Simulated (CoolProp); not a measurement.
Model: reference Helmholtz-energy equation of state, Aleksandrov 2011, in CoolProp. It is a short technical equation, of lower accuracy than the large ones.

Question: For n-undecane, give the phase and the speed of sound (m/s), Joule-Thomson coefficient (K/MPa), fugacity coefficient at 346.85 °C and 0.995 MPa; 346.85 °C and 2.99 MPa; 346.85 °C and 3.32 MPa.

Answer: 
- 346.85 °C and 0.995 MPa: gas; speed of sound 135, Joule-Thomson coefficient 14.5, fugacity coefficient 0.791
- 346.85 °C and 2.99 MPa: liquid; speed of sound 260, Joule-Thomson coefficient 1.08, fugacity coefficient 0.386
- 346.85 °C and 3.32 MPa: liquid; speed of sound 275, Joule-Thomson coefficient 0.928, fugacity coefficient 0.356
